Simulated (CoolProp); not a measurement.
R1336mzz(E) at 293.15 K and 5.7 MPa is throttled through a valve to 0.653 MPa with no heat exchange. Each further row changes one setting.

Computed with CoolProp (reference Helmholtz-energy equation of state, Akasaka 2023).

| case | temperature change (K) |
|---|---|
| as stated | (withheld) |
| outlet pressure 0.196 MPa | (withheld) |
| outlet pressure 0.849 MPa | (withheld) |

Task: Fill in the missing entries.

Result: 
- as stated, temperature change (K): +1.2
- outlet pressure 0.196 MPa, temperature change (K): +1.3
- outlet pressure 0.849 MPa, temperature change (K): +1.1
